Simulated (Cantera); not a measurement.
An isothermal, constant-pressure homogeneous reactor starts with N₂O : N₂ = 1 : 0.87 (molar parts), at 1025 K and 4.28 Torr. Integrator tolerance rtol = 1e-08.

Computed with Cantera and GRI-Mech 3.0 (53 species, 325 reactions). GRI-Mech 3.0 was tuned for natural gas; its chemistry of N2O as a main component is partial and can be far from experiment. Radical loss at walls, strong at low pressure, is not modelled. The mechanism lacks the step 2 NO + O2 → 2 NO2, which can matter for NO2 below about 1400 K. The temperature is held fixed by assumption; the heat of reaction is taken as removed at once.

### Question
What does this change do: temperature 1025 to 1325 K?

### Answer
```
quantity                                            before                                    after
----------------  ----------------------------------------  ---------------------------------------
x(N₂O) at 7.00 s    0.534 (gas-phase equilibrium 2.50e-10)    0.413 (gas-phase equilibrium 2.32e-9)
x(O) at 7.00 s     7.34e-8 (gas-phase equilibrium 2.02e-9)  1.05e-5 (gas-phase equilibrium 1.69e-6)
x(NO) at 7.00 s    1.23e-5 (gas-phase equilibrium 4.13e-5)  0.0154 (gas-phase equilibrium 0.000468)
x(NO₂) at 7.00 s  8.13e-11 (gas-phase equilibrium 1.41e-7)  1.04e-6 (gas-phase equilibrium 3.46e-7)
x(O₂) at 7.00 s     0.000127 (gas-phase equilibrium 0.211)     0.0404 (gas-phase equilibrium 0.211)
x(N₂) at 7.00 s        0.465 (gas-phase equilibrium 0.789)      0.531 (gas-phase equilibrium 0.789)
```

### Question
What does this change do: temperature 1025 to 1423 K?

### Answer
| quantity | before | after |
|---|---|---|
| x(N₂O) at 7.00 s | 0.534 (gas-phase equilibrium 2.50e-10) | 0.196 (gas-phase equilibrium 3.94e-9) |
| x(O) at 7.00 s | 7.34e-8 (gas-phase equilibrium 2.02e-9) | 3.29e-5 (gas-phase equilibrium 8.24e-6) |
| x(NO) at 7.00 s | 1.23e-5 (gas-phase equilibrium 4.13e-5) | 0.0557 (gas-phase equilibrium 0.000828) |
| x(NO₂) at 7.00 s | 8.13e-11 (gas-phase equilibrium 1.41e-7) | 5.78e-6 (gas-phase equilibrium 4.28e-7) |
| x(O₂) at 7.00 s | 0.000127 (gas-phase equilibrium 0.211) | 0.106 (gas-phase equilibrium 0.211) |
| x(N₂) at 7.00 s | 0.465 (gas-phase equilibrium 0.789) | 0.642 (gas-phase equilibrium 0.789) |
